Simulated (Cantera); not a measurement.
A Cantera script and what it prints.

```python
import numpy as np
import cantera as ct

gas_names = """
    N N2 Pb Pb2
""".split()
cond_names = """
    Pb(cr) Pb(L)
""".split()


# ... load() reads the species with a 1 bar reference pressure and builds the phases ...
atoms = {
    'Pb': {'Pb': 1},
    'N2': {'N': 2},
}
top_T = {}  # K; cautious upper limits of use, not melting points


# ... equilibrate(T, P, feed) seeds the gas with the atoms and calls Mixture.equilibrate('TP', solver="vcs", rtol=1e-11, max_steps=5000) ...
results = []
feed = {'Pb': 1, 'N2': 0.86}  # mol
T = 1375  # K
P = 190  # Pa
mix = equilibrate(T, P, feed)
results.append((T, P, feed, dict(zip(mix.species_names, mix.species_moles))))
print(gas.report(threshold=1e-05))
for i in range(1, mix.n_phases):
    print(f"{mix.phase(i).name:16s} {mix.phase_moles(i):12.5e} mol")
```

It prints:

```
       temperature   1375 K
          pressure   190 Pa
           density   0.0020667 kg/m^3
  mean mol. weight   124.35 kg/kmol
   phase of matter   gas

                          1 kg             1 kmol
                     ---------------   ---------------
          enthalpy        1.0674e+06        1.3274e+08  J
   internal energy        9.7549e+05         1.213e+08  J
           entropy            2248.9        2.7966e+05  J/K
    Gibbs function       -2.0248e+06       -2.5179e+08  J
 heat capacity c_p            219.24             27264  J/K
 heat capacity c_v            152.38             18949  J/K

                      mass frac. Y      mole frac. X     chem. pot. / RT
                     ---------------   ---------------   ---------------
                N2           0.10416           0.46237           -32.786
                Pb           0.89579           0.53761           -12.769
               Pb2        4.8808e-05        1.4646e-05           -25.538
     [   +1 minor]        3.2685e-15        2.9017e-14

Pb(L)             0.00000e+00 mol
```

Method: chemical equilibrium by Gibbs-energy minimisation in Cantera with the NASA 1993 tables (ideal gas, pure condensed phases).
